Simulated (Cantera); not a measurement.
A perfectly stirred reactor is fed with NH₃ : H₂ = 1 : 0.21 (molar parts), at 750 Torr; it is held at 1598 K, and followed from long to short residence time.

Model: the gas-phase N/H chemistry of the illustrative SiF4/NH3 mechanism in the Surface Chemkin manual (1991), integrated in Cantera. Walls and surfaces, which speed up NH3 decomposition in real reactors, are not modelled.

Q: What does this change do: NH3 1 to 3.5 parts?

A: 
| quantity | before | after |
|---|---|---|
| x(NH₃) at τ = 1.00 s | 0.716 | 0.802 |
| x(H₂) at τ = 1.00 s | 0.253 | 0.162 |
| x(N) at τ = 1.00 s | 4.86e-9 | 4.76e-9 |
| x(NH) at τ = 1.00 s | 2.40e-7 | 2.55e-7 |
| x(N₂) at τ = 1.00 s | 0.0301 | 0.0365 |
| x(NH₃) at τ = 49.0 ms | 0.820 | 0.935 |
| x(H₂) at τ = 49.0 ms | 0.178 | 0.0630 |
| x(N) at τ = 49.0 ms | 4.58e-9 | 3.47e-9 |
| x(NH) at τ = 49.0 ms | 2.48e-7 | 2.50e-7 |
| x(N₂) at τ = 49.0 ms | 0.00176 | 0.00219 |
